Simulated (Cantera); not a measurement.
## Stirred combustor or abatement burner

A perfectly stirred reactor is fed with CO : H2 : CH4 : O2 : N2 = 1 : 1.3 : 0.033 : 1.22 : 4.57 (molar parts), equivalence ratio 1.00, at 101000 Pa; it is adiabatic with a 648 K inlet, and is followed from long to short residence time, starting on the burning branch (τ in s: 0.023, 0.011, 0.0048, 0.0022, 0.00099, 0.00045, 0.00021, 9.3e-05, 4.2e-05, 1.9e-05, 8.7e-06, 4e-06).

Computed with Cantera and GRI-Mech 3.0 (53 species, 325 reactions).

```
τ (s)    T (K)    x CO     x H2     x CH4   x H2O     x C2H     x OH
-------  -----  ------  -------  --------  ------  --------  -------
0.023     2485  0.0348  0.00903   1.68e-7   0.175    <1e-12   0.0108
0.011     2465  0.0364  0.00960   3.22e-7   0.173    <1e-12   0.0114
0.0048    2419  0.0398   0.0109   6.33e-7   0.170    <1e-12   0.0124
0.0022    2345  0.0445   0.0129   1.14e-6   0.165    <1e-12   0.0137
0.00099   2238  0.0501   0.0157   2.08e-6   0.159    <1e-12   0.0148
0.00045   2109  0.0552   0.0188   3.94e-6   0.150    <1e-12   0.0153
0.00021   1970  0.0595   0.0216   7.92e-6   0.142    <1e-12   0.0148
9.3e-5    1806  0.0645   0.0241   1.90e-5   0.133  1.46e-12   0.0131
4.2e-5    1629  0.0746   0.0267   5.52e-5   0.125  2.63e-12   0.0104
1.9e-5    1412  0.0980   0.0381  0.000265   0.114  4.70e-12  0.00674
8.7e-6     648   0.123    0.160   0.00406  <1e-12    <1e-12   <1e-12
4.0e-6     648   0.123    0.160   0.00406  <1e-12    <1e-12   <1e-12
```
x: mole fraction; the columns are a selection and need not sum to one.
